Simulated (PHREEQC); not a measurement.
A made-up water analysis in mmol/kgw, 20 °C, pH 3.21:

| constituent | mmol/kgw |
|---|---|
| Na | 64.1 |
| K | 3.15 |
| Ca | 1.49 |
| Mg | 8.55 |
| Cl | 6.77 |
| S(6) | 40.7 |
| Si | 0.735 |

Valence states are taken as typed.

The numbers come from PHREEQC with the Pitzer model, pitzer.dat.

No solid was allowed to form.

### Question
What specific conductance, osmotic coefficient does the model give?

### Answer
specific conductance 7540 µS/cm; osmotic coefficient 0.814.

### Question
In which forms is S present?

### Answer
SO4-2 98 %, HSO4- 1.9 % of the S.
